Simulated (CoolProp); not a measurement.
Vapour-liquid equilibrium of benzene (1) + ethylbenzene (2) at 0.226 MPa; x and y are mole fractions of (1).

Values from CoolProp's multi-fluid Helmholtz-energy mixture model, Thol 2012 and Zhou 2012; pair parameters Bell 2016.

```tsv
x	bubble temperature, mixture model (°C)	bubble temperature, Raoult's law (°C)	y, mixture model	y, Raoult's law
0.05	164.3	163.1	0.136	0.167
0.2	151.9	148.8	0.449	0.503
0.35	141.0	137.7	0.658	0.696
0.5	131.6	128.8	0.797	0.817
0.65	123.4	121.6	0.889	0.896
0.8	116.3	115.4	0.950	0.950
0.95	110.4	110.2	0.990	0.989
```

The largest gap from Raoult's law is +3.3 K in bubble temperature, at x = 0.35. No azeotrope shows between x = 0.05 and 0.95.

Pair parameters are fitted to limited data, so mixtures are less certain than the pure fluids.
